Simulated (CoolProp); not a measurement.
Vapour-liquid equilibrium of propane (1) + c-C4F8 (RC318) (2) at 1680 kPa; x and y are mole fractions of (1).

Values from CoolProp's multi-fluid Helmholtz-energy mixture model, Lemmon 2009 and Platzer 1990; pair parameters Bell 2016. This equation is an older, rougher fit; its heat capacities, sound speeds and derivatives of the liquid may be far off and weren't checked against measurements.

```csv
x,bubble temperature (K),y at the bubble point,dew temperature at overall composition x (K),liquid density (mol/L)
0.05,358.1,0.110,361.0,5.976
0.125,350.5,0.260,357.3,6.303
0.2,344.0,0.384,353.6,6.604
0.275,338.6,0.481,349.7,6.881
0.35,334.4,0.557,345.8,7.141
0.425,331.0,0.616,341.7,7.394
0.5,328.5,0.666,337.5,7.652
0.575,326.4,0.709,333.3,7.927
0.65,324.8,0.750,329.3,8.231
0.725,323.5,0.790,325.8,8.572
0.8,322.6,0.834,323.3,8.958
0.875,322.0,0.885,322.1,9.393
0.95,321.9,0.948,321.9,9.875
```

y crosses x between x = 0.875 and 0.95: the model has an azeotrope there.

Pair parameters are fitted to limited data, so mixtures are less certain than the pure fluids.
